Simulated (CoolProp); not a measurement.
Vapour-liquid equilibrium of cis-2-butene (1) + methanol (2) at 364 K; x and y are mole fractions of (1).

Model: multi-fluid Helmholtz-energy mixture model, Lemmon 2005 and de Reuck 1993; pair parameters Bell 2016, in CoolProp.

| x | bubble pressure (bar) | y at the bubble point | dew pressure at overall composition x (bar) | liquid density (mol/L) |
|---|---|---|---|---|
| 0.05 | 5.209 | 0.495 | 2.774 | 21.30 |
| 0.15 | 8.953 | 0.710 | 3.104 | 19.13 |
| 0.25 | 10.91 | 0.765 | 3.518 | 17.25 |
| 0.35 | 11.66 | 0.783 | 4.056 | 15.60 |
| 0.45 | 11.84 | 0.788 | 4.786 | 14.16 |
| 0.55 | 11.89 | 0.789 | 5.831 | 12.92 |
| 0.65 | 11.99 | 0.795 | 7.456 | 11.85 |
| 0.75 | 12.17 | 0.813 | 10.31 | 10.95 |
| 0.85 | 12.29 | 0.854 | 12.29 | 10.21 |
| 0.95 | 12.11 | 0.934 | 12.03 | 9.617 |

y crosses x between x = 0.85 and 0.95: the model has an azeotrope there.

Pair parameters are fitted to limited data, so mixtures are less certain than the pure fluids. With so large a gap from Raoult's law the liquid may split in two, which this calculation doesn't test in full.
